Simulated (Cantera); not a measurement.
Feed: 1 mol CH3OH, 0.025 mol O2, 0.11 mol NH3, equilibrated at 950 K and 19.0 mbar.

Cantera equilibrium calculation (NASA polynomials, part measured and part estimated; ideal gas, pure solids and liquids). The numbers say what is thermodynamically allowed, not how fast it happens.

```csv
species,before,after
H2,0.663,0.659
CO,0.303,0.308
N2,0.0171,0.0171
CO2,0.00725,0.00238
H2O,0.00886,0.0131
CH4,0.000564,1.10e-8
H,3.29e-9,0.000101
```
Gas species are given as mole fractions.

Task: Name the change that produced these shifts.
(A) temperature from 950 K to 1498 K
(B) pressure from 19.0 mbar to 0.860 bar
(C) NH3 from 0.11 to 0.56 mol
(D) CH3OH replaced by C

Result: A, temperature from 950 K to 1498 K
